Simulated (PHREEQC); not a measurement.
**Brine**

Dissolve 1.3 mol/kgw LiBr, 0.056 mol/kgw CaCl2 and 0.096 mol/kgw LiCl at 25 °C. Closed to the air; pH follows from the charge balance.

The numbers come from PHREEQC with the ion-association model, phreeqc.dat.

Each row changes one thing in this solution. This is a speciation only: nothing precipitates in the calculation.

| case | pH | CaOH+ (mol/kgw) |
|---|---|---|
| as made | 6.92 | 2.13e-8 |
| 0.16 mol/kgw NH3 added | ___ | 0.000513 |
| CaCl2 from 0.056 to 0.084 mol/kgw | 6.90 | 3.07e-8 |
| diluted 5-fold with water | 6.96 | ___ |
| LiBr from 1.3 to 0.13 mol/kgw | 6.92 | ___ |
| CaCl2 replaced by CaBr2 at the same molality | 6.92 | 2.13e-8 |
| LiCl left out | 6.92 | ___ |

Problem. Some entries are withheld; supply them.

Solution. 
- 0.16 mol/kgw NH3 added, pH: 11.30
- diluted 5-fold with water, CaOH+ (mol/kgw): 6.50e-9
- LiBr from 1.3 to 0.13 mol/kgw, CaOH+ (mol/kgw): 2.84e-8
- LiCl left out, CaOH+ (mol/kgw): 2.16e-8

The ionic strength passes 0.7 mol/kgw, the rough limit of the ion-association models, in as made; 0.16 mol/kgw NH3 added; CaCl2 from 0.056 to 0.084 mol/kgw; CaCl2 replaced by CaBr2 at the same molality; LiCl left out.
